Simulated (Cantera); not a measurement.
## Reactions in the system Cl-H-O-Sr

Source: NASA polynomial tables (part measured, part estimated), evaluated in Cantera. Values are per mole of reaction as written; species without (g) are pure solids or liquids, kept so even where they would boil at 1 bar.

2 SrO + 2 HCl(g) ⇌ SrCl₂ + Sr(OH)₂

```csv
T (K),ΔH° (kJ),ΔS° (J/K),ΔG° (kJ),log10 K,condensed phases
623,-422.8,-260.5,-260.5,21.84,"SrO(s), SrCl₂(s), Sr(OH)₂(s)"
823,-390.8,-218.6,-210.9,13.38,"SrO(s), SrCl₂(s), Sr(OH)₂(l)"
1023,-367.7,-194.1,-169.2,8.64,"SrO(s), SrCl₂(s), Sr(OH)₂(l)"
1223,-332.5,-162.9,-133.3,5.69,"SrO(s), SrCl₂(l), Sr(OH)₂(l)"
1423,-316.7,-150.9,-101.9,3.74,"SrO(s), SrCl₂(l), Sr(OH)₂(l)"
```
